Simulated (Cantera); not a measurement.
Feed: 1 mol SiCl4, 0.59 mol HCl, 1.9 mol H2, equilibrated at 425 °C and 0.100 bar.

Method: chemical equilibrium by Gibbs-energy minimisation in Cantera with the NASA 1993 tables (ideal gas, pure condensed phases). Candidate condensed phases: Si; 19 gas species. The numbers say what is thermodynamically allowed, not how fast it happens.

Base state: H2 0.544, SiCl4 0.286, HCl 0.169, SiHCl3 0.000182 (mole fractions); condensed: gas only.

Q: What changes in the equilibrium state with this change: SiCl4 replaced by Si?

A: 
| species | before | after |
|---|---|---|
| H2 | 0.544 | 0.931 |
| SiCl4 | 0.286 | 0.0475 |
| SiHCl3 | 0.000182 | 0.0205 |
| HCl | 0.169 | 0.000426 |
| SiH2Cl2 | 7.61e-9 | 0.000581 |
| Si(s), mol | 0 | 0.840 |
